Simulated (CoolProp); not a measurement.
Cyclopentane along the isobar 7.96 MPa: fugacity coefficient from the reference equation and from simpler models built on Tc = 238.6 °C, pc = 4.583 MPa, ω = 0.202; each cubic takes its own stable root.

Model: reference Helmholtz-energy equation of state, Gedanitz 2015, in CoolProp.

| T (°C) | phase | reference | van der Waals | Redlich-Kwong | Soave-Redlich-Kwong | Peng-Robinson |
|---|---|---|---|---|---|---|
| 115.15 | liquid | 0.08416 | 0.2000 | 0.1094 | 0.08682 | 0.08302 |
| 135.35 | liquid | 0.1214 | 0.2413 | 0.1512 | 0.1261 | 0.1202 |
| 155.65 | liquid | 0.1674 | 0.2855 | 0.2001 | 0.1748 | 0.1664 |
| 175.85 | liquid | 0.2212 | 0.3315 | 0.2548 | 0.2318 | 0.2205 |
| 196.05 | liquid | 0.2822 | 0.3790 | 0.3141 | 0.2962 | 0.2817 |
| 216.25 | liquid | 0.3491 | 0.4271 | 0.3764 | 0.3661 | 0.3481 |
| 236.45 | liquid | 0.4198 | 0.4751 | 0.4396 | 0.4386 | 0.4173 |
| 256.65 | supercritical | 0.4915 | 0.5221 | 0.5013 | 0.5100 | 0.4855 |
| 276.85 | supercritical | 0.5594 | 0.5672 | 0.5588 | 0.5757 | 0.5482 |
